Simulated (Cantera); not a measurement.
# Thermodynamics of silicon epitaxy and polysilicon growth, feed Si2Cl6 + HCl + H2

Input: 1 mol Si2Cl6, 0.019 mol HCl, 150 mol H2, held at 79.0 mbar.

Method: chemical equilibrium by Gibbs-energy minimisation in Cantera with the NASA 1993 tables (ideal gas, pure condensed phases). Candidate condensed phases: Si; 19 gas species. The feed counts by its element totals alone. The tables' values for SiCl3 are old estimates; treat these amounts as uncertain. Rates play no part.

From 800 K to 1400 K the condensed part is Si(s). The main Si-bearing gas is SiCl4 at 800 K and SiCl2 at 1400 K. The share of Si in condensed phases is highest at 1350 K (73.9 %) and lowest at 800 K (18.5 %).

```
T (K)  log p H2  log p HCl  log p SiCl4  log p SiHCl3  log p SiCl2  log p SiCl3  log p SiH2Cl2  log p H  n Si(s)
-----  --------  ---------  -----------  ------------  -----------  -----------  -------------  -------  -------
800       -1.11      -3.97        -3.30         -3.48        -6.83        -6.09          -4.75   -12.09    0.370
850       -1.11      -3.70        -3.31         -3.50        -6.22        -5.69          -4.74   -11.24    0.419
900       -1.11      -3.47        -3.34         -3.53        -5.69        -5.35          -4.74   -10.49    0.494
950       -1.11      -3.26        -3.37         -3.56        -5.23        -5.06          -4.74    -9.81    0.600
1000      -1.11      -3.08        -3.44         -3.62        -4.82        -4.82          -4.76    -9.20    0.739
1050      -1.11      -2.93        -3.53         -3.69        -4.48        -4.63          -4.80    -8.65    0.904
1100      -1.11      -2.81        -3.67         -3.81        -4.19        -4.50          -4.87    -8.14     1.08
1150      -1.12      -2.72        -3.88         -3.97        -3.97        -4.45          -4.96    -7.68     1.24
1200      -1.12      -2.65        -4.16         -4.19        -3.82        -4.46          -5.10    -7.26     1.36
1250      -1.12      -2.62        -4.51         -4.45        -3.72        -4.54          -5.26    -6.87     1.44
1300      -1.12      -2.60        -4.89         -4.74        -3.66        -4.66          -5.45    -6.52     1.47
1350      -1.12      -2.60        -5.27         -5.04        -3.63        -4.80          -5.64    -6.18     1.48
1400      -1.12      -2.59        -5.65         -5.32        -3.60        -4.94          -5.82    -5.87     1.47
```
log p: log10 of the partial pressure in bar; n: condensed amount in mol.
